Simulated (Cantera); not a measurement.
Cantera run:

```python
import numpy as np
import cantera as ct

gas_names = [...]  # 151 gases of nasa_gas.yaml made of C, H, N, O, Si
cond_names = """
    C(gr) C6H6(L) C7H8(L) C8H18(L),n-octa H2O(s) H2O(L) Si(cr) Si(L) SiC(b) SiO2(Lqz) SiO2(hqz) SiO2(L)
    Si2N2O(s) Si3N4(a)
""".split()


# ... load() reads the species with a 1 bar reference pressure and builds the phases ...
atoms = {
    'HMDSO': {'Si': 2, 'C': 6, 'H': 18, 'O': 1},
    'NO': {'N': 1, 'O': 1},
    'H2': {'H': 2},
}
top_T = {'C(gr)': 4500, 'SiC(b)': 3050, 'Si2N2O(s)': 2100, 'Si3N4(a)': 2400}  # K; cautious upper limits of use, not melting points


# ... equilibrate(T, P, feed) seeds the gas with the atoms and calls Mixture.equilibrate('TP', solver="vcs", rtol=1e-11, max_steps=5000) ...
results = []
feed = {'HMDSO': 1, 'NO': 0.16, 'H2': 62}  # mol
T = 1048  # K
for P in [5, 21, 85, 350, 1400, 5900, 24000, 100000]:
    mix = equilibrate(T, P, feed)
    results.append((T, P, feed, dict(zip(mix.species_names, mix.species_moles))))

top = {s: max(r[3][s] / sum(r[3][g] for g in gas_names) for r in results) for s in gas_names}
cols = sorted((s for s in top if top[s] > 1e-06), key=lambda s: -top[s])[:9]
seen = [c for c in cond_names if any(r[3].get(c, 0) > 1e-12 for r in results)]
print("log10 of partial pressures in bar; condensed amounts in mol")
print(f"{'P/Pa':>10s}" + "".join(f"{s[:9]:>10s}" for s in cols + seen))
for T, P, feed, n in results:
    ng = sum(n[g] for g in gas_names)
    print(f"{P:10.4g}" + "".join(f"{np.log10(max(n[s] / ng * P / 1e5, 1e-99)):10.3f}" for s in cols)
          + "".join(f"{n.get(c, 0):10.4g}" for c in seen))
```

Output:

```
log10 of partial pressures in bar; condensed amounts in mol
      P/Pa        H2       CH4        CO        N2       SiO         H     C(gr)    SiC(b) SiO2(hqz) Si2N2O(s)
         5    -4.307    -9.847    -6.177    -9.540   -10.071   -10.265     3.262      1.78   0.06095   0.07958
        21    -3.679    -8.592    -6.177    -9.540   -10.071    -9.952      4.36     1.413    0.4271    0.0799
        85    -3.071    -7.376    -6.177    -9.540   -10.071    -9.648     4.613     1.328    0.5122   0.07998
       350    -2.456    -6.146    -6.177    -9.540   -10.071    -9.340     4.665     1.307    0.5332   0.07999
      1400    -1.854    -4.942    -6.177    -9.540   -10.071    -9.039     4.637     1.302    0.5383      0.08
      5900    -1.231    -3.695    -6.177    -9.540   -10.071    -8.727     4.457       1.3    0.5396      0.08
   2.4e+04    -0.626    -2.485    -6.177    -9.540   -10.071    -8.425     3.745       1.3    0.5399      0.08
     1e+05    -0.023    -1.280    -6.177    -9.540   -10.071    -8.124     1.163       1.3      0.54      0.08
```

These are equilibrium values from Cantera (NASA tables, ideal gas, pure condensed phases), not measurements of a reactor. The feed counts by its element totals alone. Mutual solubility and eutectic melting of coexisting phases are not modelled.
